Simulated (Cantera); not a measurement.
Charge: 1 mol TiO2, 480 mol H2, equilibrated at 75.0 Torr.

Cantera equilibrium calculation (NASA polynomials, part measured and part estimated; ideal gas, pure solids and liquids). Candidate condensed phases: H2O, Ti, TiO, TiO2, Ti2O3, Ti3O5, Ti4O7; 12 gas species. Condensed phases not in the tables: Magnéli phases beyond Ti4O7. Rates play no part. All values below are at 1225 K.

Base state: H2 0.999, H2O 0.000521 (mole fractions); condensed: Ti4O7(s).

Task: What changes in the equilibrium state with this change: TiO2 replaced by CuO?

Result: 
```json
[
 {"species": "H2", "before": "0.999", "after": "0.998"},
 {"species": "H2O", "before": "0.000521", "after": "0.00208"},
 {"species": "Ti4O7(s), mol", "before": "0.250", "after": "0"},
 {"species": "Cu(s), mol", "before": "0", "after": "1.000"}
]
```
Further candidate phases: Cu, CuO, Cu(OH)2, Cu2O.
